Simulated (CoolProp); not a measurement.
Dimethyl carbonate along the isotherm 136.95 °C: Z from the reference equation and from simpler models built on Tc = 283.9 °C, pc = 4909 kPa, ω = 0.346; each cubic takes its own stable root.

Values from CoolProp's reference Helmholtz-energy equation of state, Zhou 2011.

```tsv
p (kPa)	phase	reference
3070	liquid	0.08913
6140	liquid	0.1770
9200	liquid	0.2635
12300	liquid	0.3501
15300	liquid	0.4330
18400	liquid	0.5178
21500	liquid	0.6018
24500	liquid	0.6824
27600	liquid	0.7650
30700	liquid	0.8470
33700	liquid	0.9258
36800	liquid	1.007
39900	liquid	1.087
43000	liquid	1.167
46000	liquid	1.243
49100	liquid	1.322
```

Question: How far does each simpler model (van der Waals, Soave-Redlich-Kwong) lie from the reference over these 16 states: mean and median of the absolute difference, and the worst?

Answer: 
- van der Waals: mean 59.0 %, median 57.5 %, worst +69.2 % at 136.95 °C and 3070 kPa
- Soave-Redlich-Kwong: mean 10.2 %, median 10.0 %, worst +11.9 % at 136.95 °C and 3070 kPa
